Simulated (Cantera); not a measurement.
Charge: 1 mol Si₂H₆, 0.006 mol Cl₂, 64 mol H₂, held at 1648 K and 5100 Pa.

Cantera equilibrium calculation (NASA polynomials, part measured and part estimated; ideal gas, pure solids and liquids). Candidate condensed phases: Si; 19 gas species. The feed counts by its element totals alone. The numbers say what is thermodynamically allowed, not how fast it happens.

Base state: H₂ 0.999, H 0.000394, HCl 0.000179 (mole fractions); condensed: Si(s).

Task: What changes in the equilibrium state with this change: pressure from 5100 Pa to 200 Pa?

Result: 
```
species       before     after
----------  --------  --------
H₂             0.999     0.998
H           0.000394   0.00199
HCl         0.000179  0.000178
Si           5.05e-6  0.000129
SiH          2.10e-6   1.06e-5
Si(s), mol      2.00      1.99
```
